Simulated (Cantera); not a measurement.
**Premixed flame**

A freely propagating, adiabatic, planar premixed flame of C3H8 : O2 : N2 = 1 : 5.88 : 17.1 (molar parts), unburnt at 400 K and 0.987 atm; unity-Lewis-number transport, grid criteria slope 0.08 and curve 0.16, no radiation.

Cantera simulation using GRI-Mech 3.0 (53 species, 325 reactions); the numbers are that mechanism's predictions, not measurements. GRI-Mech 3.0 was tuned for natural gas; its chemistry of propane as a main component is partial and can be far from experiment. Unity Lewis numbers drop preferential diffusion, which matters most where H2 and H carry the flame. Burning velocities carry a grid error of a few per cent, more on coarse grids.

| z (mm) | T (K) | u (m/s) | x C3H8 | x O2 | x NO | x HO2 | x C2H | x NO2 |
|---|---|---|---|---|---|---|---|---|
| -0.875 | 400 | 0.738 | 0.0417 | 0.245 | <1e-8 | 4.38e-8 | <1e-8 | <1e-8 |
| -0.583 | 402 | 0.742 | 0.0416 | 0.245 | <1e-8 | 8.33e-7 | <1e-8 | <1e-8 |
| -0.438 | 408 | 0.753 | 0.0414 | 0.244 | 2.39e-8 | 3.48e-6 | <1e-8 | 2.12e-8 |
| -0.292 | 456 | 0.844 | 0.0397 | 0.239 | 1.95e-7 | 2.23e-5 | <1e-8 | 1.30e-7 |
| -0.146 | 828 | 1.57 | 0.0260 | 0.197 | 2.25e-6 | 0.000128 | <1e-8 | 3.56e-7 |
| -0.0729 | 1260 | 2.46 | 0.0103 | 0.145 | 5.36e-6 | 0.000288 | 1.12e-8 | 1.41e-7 |
| 0 | 1703 | 3.42 | 0.000518 | 0.0900 | 9.72e-6 | 0.000194 | 1.16e-6 | 1.25e-8 |
| 0.0729 | 1874 | 3.78 | 1.05e-6 | 0.0645 | 1.48e-5 | 2.52e-5 | 5.71e-7 | <1e-8 |
| 0.146 | 1934 | 3.89 | <1e-8 | 0.0569 | 1.89e-5 | 1.36e-5 | 2.44e-8 | <1e-8 |
| 0.292 | 2012 | 4.02 | <1e-8 | 0.0518 | 2.56e-5 | 1.04e-5 | <1e-8 | <1e-8 |
| 0.583 | 2110 | 4.18 | <1e-8 | 0.0481 | 3.77e-5 | 7.35e-6 | <1e-8 | <1e-8 |
| 1.17 | 2212 | 4.35 | <1e-8 | 0.0449 | 6.11e-5 | 4.93e-6 | <1e-8 | 1.69e-8 |
| 2.33 | 2298 | 4.49 | <1e-8 | 0.0419 | 0.000107 | 3.76e-6 | <1e-8 | 3.73e-8 |
x: mole fraction of selected species; z is measured from the peak of heat release.

The laminar burning velocity is 73.8 cm/s, the thermal thickness is 0.292 mm and the peak x(HO2) comes out as 0.000342. The peak x(C2H) comes out as 1.53e-6 and the grid points is 139.
